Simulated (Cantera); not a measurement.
Gas mixture: O₂ : N₂O = 0.42 : 0.44 (molar parts), at 10.0 bar, frozen composition.

Cantera's kinetic-theory transport with the Lennard-Jones parameters of GRI-Mech 3.0, ideal gas; thermal conductivity in the multicomponent form. The composition is frozen, though it would react at the higher temperatures.

One state of this run: ρ (kg/m³) = 2.78; cp (J/kg/K) = 1276; μ (µPa s) = 60.7; λ (mW/m/K) = 106; Pr = 0.729; D (cm²/s) C₂H₂ = 0.283; D (cm²/s) H₂O = 0.444; D (cm²/s) H₂ = 1.28. D: mixture-averaged diffusion coefficient of that species in the mixture.

Problem. Which value of T (K) does it belong to?
A. 1650
B. 400
C. 650
D. 1400

Solution. A, 1650
